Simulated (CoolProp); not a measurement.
Normal hydrogen along the isotherm -217.55 °C: fugacity coefficient from the reference equation and from simpler models built on Tc = -240.0 °C, pc = 1.296 MPa, ω = -0.219; each cubic takes its own stable root.

The numbers come from the reference Helmholtz-energy equation of state, Leachman 2009 in CoolProp.

| p (MPa) | phase | reference |
|---|---|---|
| 0.81 | gas | 0.9550 |
| 1.62 | supercritical | 0.9122 |
| 2.43 | supercritical | 0.8724 |
| 3.24 | supercritical | 0.8360 |
| 4.05 | supercritical | 0.8036 |
| 4.86 | supercritical | 0.7756 |
| 5.67 | supercritical | 0.7519 |
| 6.48 | supercritical | 0.7326 |
| 7.29 | supercritical | 0.7171 |
| 8.1 | supercritical | 0.7053 |
| 8.91 | supercritical | 0.6965 |
| 9.72 | supercritical | 0.6904 |
| 10.5 | supercritical | 0.6867 |
| 11.3 | supercritical | 0.6849 |
| 12.2 | supercritical | 0.6850 |
| 13 | supercritical | 0.6868 |

### Question
How far does each simpler model (Redlich-Kwong, Peng-Robinson) lie from the reference over these 16 states: mean and median of the absolute difference, and the worst?

### Answer
- Redlich-Kwong: mean 8.5 %, median 9.1 %, worst +15.0 % at -217.55 °C and 13 MPa
- Peng-Robinson: mean 11.4 %, median 12.5 %, worst -16.5 % at -217.55 °C and 13 MPa
